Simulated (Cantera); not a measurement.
A closed system holds: 1 mol MgO, 0.2 mol O2, 4.6 mol N2, held at 1500 K and 1800000 Pa.

Method: chemical equilibrium by Gibbs-energy minimisation in Cantera with the NASA 1993 tables (ideal gas, pure condensed phases). Candidate condensed phases: Mg, MgO; 13 gas species. Rates play no part.

Base state: N2 0.958, O2 0.0414, NO 0.000599 (mole fractions); condensed: MgO(s).

**Question.** What changes in the equilibrium state with this change: O2 from 0.2 to 2.9 mol?

**Answer.** 
| species | before | after |
|---|---|---|
| N2 | 0.958 | 0.613 |
| O2 | 0.0414 | 0.386 |
| NO | 0.000599 | 0.00146 |
| NO2 | 6.06e-6 | 4.52e-5 |
| MgO(s), mol | 1.00 | 1.00 |
